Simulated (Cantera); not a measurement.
Input (Python, Cantera) and output of one run.

```python
import numpy as np
import cantera as ct

gas_names = [...]  # 151 gases of nasa_gas.yaml made of C, H, N, O, Si
cond_names = """
    C(gr) C6H6(L) C7H8(L) C8H18(L),n-octa H2O(s) H2O(L) Si(cr) Si(L) SiC(b) SiO2(Lqz) SiO2(hqz) SiO2(L)
    Si2N2O(s) Si3N4(a)
""".split()


# ... load() reads the species with a 1 bar reference pressure and builds the phases ...
atoms = {
    'Si': {'Si': 1},
    'CO2': {'C': 1, 'O': 2},
    'N2': {'N': 2},
    'NH3': {'N': 1, 'H': 3},
}
top_T = {'C(gr)': 4500, 'SiC(b)': 3050, 'Si2N2O(s)': 2100, 'Si3N4(a)': 2400}  # K; cautious upper limits of use, not melting points


# ... equilibrate(T, P, feed) seeds the gas with the atoms and calls Mixture.equilibrate('TP', solver="vcs", rtol=1e-11, max_steps=5000) ...
results = []
feed = {'Si': 1, 'CO2': 0.025, 'N2': 2, 'NH3': 0.27}  # mol
P = 14000  # Pa
for T in [1423, 1473, 1523, 1573, 1623, 1673, 1723, 1773, 1823]:
    mix = equilibrate(T, P, feed)
    results.append((T, P, feed, dict(zip(mix.species_names, mix.species_moles))))

top = {s: max(r[3][s] / sum(r[3][g] for g in gas_names) for r in results) for s in gas_names}
cols = sorted((s for s in top if top[s] > 0.001), key=lambda s: -top[s])[:5]
seen = [c for c in cond_names if any(r[3].get(c, 0) > 1e-12 for r in results)]
print("log10 of partial pressures in bar; condensed amounts in mol")
print(f"{'T/K':>10s}" + "".join(f"{s[:9]:>10s}" for s in cols + seen))
for T, P, feed, n in results:
    ng = sum(n[g] for g in gas_names)
    print(f"{T:10.4g}" + "".join(f"{np.log10(max(n[s] / ng * P / 1e5, 1e-99)):10.3f}" for s in cols)
          + "".join(f"{n.get(c, 0):10.4g}" for c in seen))
```

Output:

```
log10 of partial pressures in bar; condensed amounts in mol
       T/K        N2        H2        CO       SiO     C(gr)    SiC(b) Si2N2O(s)  Si3N4(a)
      1423    -0.959    -1.523    -4.987    -8.274   0.02434         0   0.04986    0.3001
      1473    -0.959    -1.523    -4.579    -7.553   0.02392         0   0.04964    0.3002
      1523    -0.959    -1.524    -4.199    -6.881   0.02313         0   0.04914    0.3006
      1573    -0.958    -1.527    -4.014    -6.253         0   0.02273   0.04867    0.2933
      1623    -0.958    -1.527    -3.857    -5.664         0   0.02225   0.04808    0.2939
      1673    -0.959    -1.527    -3.708    -5.111         0   0.02155   0.04723    0.2946
      1723    -0.959    -1.527    -3.569    -4.592         0    0.0206   0.04598    0.2957
      1773    -0.959    -1.528    -3.438    -4.102         0   0.01935   0.04395    0.2972
      1823    -0.960    -1.529    -3.314    -3.640         0   0.01775   0.04025    0.2995
```

Cantera equilibrium calculation (NASA polynomials, part measured and part estimated; ideal gas, pure solids and liquids). Mutual solubility and eutectic melting of coexisting phases are not modelled.
